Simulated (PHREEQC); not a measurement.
Solution (25 °C): 13 mmol/kgw Na2S, 19 mmol/kgw NaCl and 0.16 mmol/kgw ZnCl2. Closed to the air; pH follows from the charge balance.

Equilibrium calculation in PHREEQC: ion-association model, phreeqc.dat.

```
Item                           Value
--------------------  --------------
pH                             11.95
ionic strength        0.0470 mol/kgw
specific conductance      5930 µS/cm
total alkalinity         26.0 meq/kg
```

| species | molality | activity | log γ |
|---|---|---|---|
| Na+ | 0.0450 | 0.0373 | -0.082 |
| Cl- | 0.0193 | 0.0158 | -0.087 |
| OH- | 0.0110 | 0.00899 | -0.088 |
| HS- | 0.0107 | 0.00871 | -0.088 |
| S-2 | 0.00198 | 0.000935 | -0.326 |
| Zn(HS)2 | 0.000139 | 0.000140 | 0.005 |
| Zn(HS)3- | 2.14e-5 | 1.76e-5 | -0.084 |
| H2S | 8.47e-8 | 8.56e-8 | 0.005 |
| Zn(OH)3- | 7.16e-8 | 5.91e-8 | -0.084 |
| Zn(OH)2 | 2.08e-8 | 2.10e-8 | 0.005 |
| Zn(OH)4-2 | 1.80e-8 | 8.31e-9 | -0.335 |

This is a speciation only: nothing precipitates in the calculation. Saturation is exceeded, for instance for Sphalerite (slow to form); the values hold only as long as no solid forms. With this much S-2 the pH rests on the database's HS-/S-2 constant; if that pK is higher, the solution is more alkaline. The database's pK near 12.9 for HS-/S-2 is now thought far too low, so its S-2 is overstated.
